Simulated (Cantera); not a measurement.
Charge: 1 mol BN, 3.5 mol N₂, at 2098.15 K.

Method: chemical equilibrium by Gibbs-energy minimisation in Cantera with the NASA 1993 tables (ideal gas, pure condensed phases). Candidate condensed phases: B, BN; 5 gas species. The numbers say what is thermodynamically allowed, not how fast it happens.

**Question.** Which condensed phases are stable at each of these points (P (Pa)): 1, 10, 100, 1000, 10000, 100000, 1000000?

**Answer.** 
```csv
P (Pa),condensed phases,B condensed (%)
1,B(s),73.0
10,B(s),97.4
100,BN(s),99.8
1000,BN(s),100.0
10000,BN(s),100.0
100000,BN(s),100.0
1000000,BN(s),100.0
```

From 1.00 Pa to 10.0 Pa the condensed part is B(s). From 1.00 mbar to 10.0 bar the condensed part is BN(s).
